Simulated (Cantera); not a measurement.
A Cantera script and what it prints.

```python
import numpy as np
import cantera as ct

gas_names = """
    C CH CH2 CH3 CH2OH CH3O CH4 CH3OH CO COS CO2 COOH CS CS2 C2 C2H CHCO,ketyl C2H2,acetylene
    C2H2,vinylidene CH2CO,ketene C2H3,vinyl CH3CO,acetyl C2H4 C2H4O,ethylen CH3CHO,ethanal CH3COOH
    (HCOOH)2 C2H5 C2H6 CH3OCH3 C2H5OH C2O C3 C3H3,propargyl C3H4,allene C3H4,propyne C3H4,cyclo-
    C3H5,allyl C3H6,propylene C3H6,cyclo- C3H6O C3H7,n-propyl C3H7,i-propyl C3H8 C3H8O,1propanol
    C3H8O,2propanol C3O2 C4 C4H2 C4H4,1,3-cyclo- C4H6,butadiene C4H6,2-butyne C4H6,cyclo- C4H8,1-butene
    C4H8,cis2-buten C4H8,tr2-butene C4H8,isobutene C4H8,cyclo- (CH3COOH)2 C4H9,n-butyl C4H9,i-butyl
    C4H9,s-butyl C4H9,t-butyl C4H10,isobutane C4H10,n-butane C5 C5H6,1,3cyclo- C5H8,cyclo-
    C5H10,1-pentene C5H10,cyclo- C5H11,pentyl C5H11,t-pentyl C5H12,n-pentane C5H12,i-pentane
    CH3C(CH3)2CH3 C6H2 C6H5,phenyl C6H5O,phenoxy C6H6 C6H5OH,phenol C6H10,cyclo- C6H12,1-hexene
    C6H12,cyclo- C6H13,n-hexyl C7H7,benzyl C7H8 C7H8O,cresol C7H14,1-heptene C7H15,n-heptyl
    C7H16,n-heptane C8H8,styrene C8H10,ethylbenz C8H16,1-octene C8H17,n-octyl C8H18,isooctane
    C8H18,n-octane C9H19,n-nonyl C10H8,naphthale C10H21,n-decyl C12H9,o-bipheny C12H10,bipheny H HCO HO2
    H2 HCHO,formaldehy HCOOH H2O H2O2 H2S H2SO4 Mg MgH MgO MgOH MgO2H2 MgS Mg2 O OH O2 O3 S SH SO SO2
    SO3 S2 S2O S8
""".split()
cond_names = """
    C(gr) C6H6(L) C7H8(L) C8H18(L),n-octa H2O(s) H2O(L) H2SO4(L) Mg(cr) Mg(L) MgCO3(s) MgO(s) MgO(L)
    MgO2H2(s) MgS(s) MgSO4(s) MgSO4(L) S(cr1) S(cr2) S(L)
""".split()


def load(file, names, dense=False):
    # The tables refer to 1 bar. Condensed volumes are neglected.
    table = {s.name: s for s in ct.Species.list_from_file(file)}
    out = []
    for n in names:
        d = dict(table[n].input_data)
        d["thermo"] = dict(d["thermo"], **{"reference-pressure": 1e5})
        if dense:
            d["equation-of-state"] = {"model": "constant-volume", "density": "1e6 g/cm^3"}
        out.append(ct.Species.from_dict(d))
    return out


gas = ct.Solution(thermo="ideal-gas", species=load("nasa_gas.yaml", gas_names))
cond = {s.name: ct.Solution(thermo="fixed-stoichiometry", species=[s], name=s.name)
        for s in load("nasa_condensed.yaml", cond_names, dense=True)}
atoms = {
    'MgSO4': {'Mg': 1, 'S': 1, 'O': 4},
    'H2': {'H': 2},
    'CO2': {'C': 1, 'O': 2},
}
top_T = {'C(gr)': 4500, 'MgS(s)': 2250}  # K; cautious upper limits of use, not melting points


def equilibrate(T, P, feed):
    n = {}
    for name, mol in feed.items():
        for a, k in atoms[name].items():
            n[a] = n.get(a, 0.0) + k * mol
    gas.TPX = T, P, n
    mass = sum(n.values()) * gas.mean_molecular_weight
    gas.equilibrate("TP")
    valid = [c for c in cond.values() if c.min_temp <= T <= top_T.get(c.name, c.max_temp)]
    mix = ct.Mixture([(gas, mass / gas.mean_molecular_weight)] + [(c, 0.0) for c in valid])
    mix.T, mix.P = T, P
    mix.equilibrate("TP", solver="vcs", rtol=1e-11, max_steps=5000)
    return mix


results = []
feed = {'MgSO4': 1, 'H2': 4.3, 'CO2': 0.96}  # mol
T = 748  # K
for P in [10, 52, 270, 1400, 7200, 37000, 190000, 1000000]:
    mix = equilibrate(T, P, feed)
    results.append((T, P, feed, dict(zip(mix.species_names, mix.species_moles))))

top = {s: max(r[3][s] / sum(r[3][g] for g in gas_names) for r in results) for s in gas_names}
cols = sorted((s for s in top if top[s] > 1e-05), key=lambda s: -top[s])[:8]
seen = [c for c in cond_names if any(r[3].get(c, 0) > 1e-12 for r in results)]
print("log10 of partial pressures in bar; condensed amounts in mol")
print(f"{'P/Pa':>10s}" + "".join(f"{s[:9]:>10s}" for s in cols + seen))
for T, P, feed, n in results:
    ng = sum(n[g] for g in gas_names)
    print(f"{P:10.4g}" + "".join(f"{np.log10(max(n[s] / ng * P / 1e5, 1e-99)):10.3f}" for s in cols)
          + "".join(f"{n.get(c, 0):10.4g}" for c in seen))
```

Result:

```
log10 of partial pressures in bar; condensed amounts in mol
      P/Pa       H2O       H2S       CO2        H2       CH4        S2        CO       COS    MgO(s)
        10    -4.243    -4.740    -4.748    -5.216   -15.416    -6.457    -6.515    -7.511         1
        52    -3.526    -4.010    -4.031    -4.537   -13.415    -6.357    -5.835    -6.781         1
       270    -2.810    -3.291    -3.315    -3.831   -11.309    -6.330    -5.129    -6.062         1
      1400    -2.095    -2.576    -2.600    -3.119    -9.173    -6.324    -4.417    -5.347         1
      7200    -1.384    -1.864    -1.889    -2.408    -7.041    -6.323    -3.706    -4.635         1
   3.7e+04    -0.673    -1.153    -1.178    -1.698    -4.912    -6.321    -2.996    -3.925         1
   1.9e+05     0.039    -0.442    -0.468    -1.008    -2.867    -6.279    -2.309    -3.216         1
     1e+06     0.769     0.282     0.249    -0.436    -1.321    -5.974    -1.749    -2.504         1
```

Cantera equilibrium calculation (NASA polynomials, part measured and part estimated; ideal gas, pure solids and liquids). Gases not in the tables: S3 to S7.
